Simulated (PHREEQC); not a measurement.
3.9 g of hydrous ferric oxide (600 m²/g; 0.2 weak and 0.005 strong sites per Fe, Dzombak-Morel constants, diffuse double layer) in 1 kg of water with 0.3 mol/kgw of an inert sodium salt and 0.026 mol/kgw ZnSO4, at 25 °C; the pH is set by adding NaOH or the inert anion's acid. Oxygen alone is held at its pressure in air (log pO2 = -0.68). The system is closed to CO2. No solid was allowed to form.

Model: ion-association model, wateq4f.dat, run in PHREEQC.

```
pH    S sorbed (%)  Zn sorbed (%)  surface charge σ (C/m²)
----  ------------  -------------  -----------------------
3             13.0            0.0                    0.090
3.5           13.1            0.0                    0.090
4             13.0            0.2                    0.089
4.5           12.8            0.7                    0.089
5             12.4            1.4                    0.087
5.5     (withheld)            5.5               (withheld)
6              9.3           16.4                    0.093
6.5            7.8           23.7                    0.114
7              6.9           26.4               (withheld)
7.5            6.0           27.7               (withheld)
8              4.9           28.6                    0.193
8.5            3.8           29.1                    0.213
9              2.7           28.1               (withheld)
9.5            1.2           25.1                    0.155
10             0.3           21.8                    0.096
10.5           0.0           19.4                    0.046
11             0.0           17.3                    0.003
```

Q: Fill in the missing entries.

A: 
- 5.5, S sorbed (%): 11.2
- 5.5, surface charge σ (C/m²): 0.085
- 7, surface charge σ (C/m²): 0.139
- 7.5, surface charge σ (C/m²): 0.165
- 9, surface charge σ (C/m²): 0.203

Along this series the solution becomes supersaturated in solids that the run did not let form, among them Zn(OH)2-e, Zn4(OH)6SO4. The oxide is taken as insoluble; below pH 4 it would dissolve.
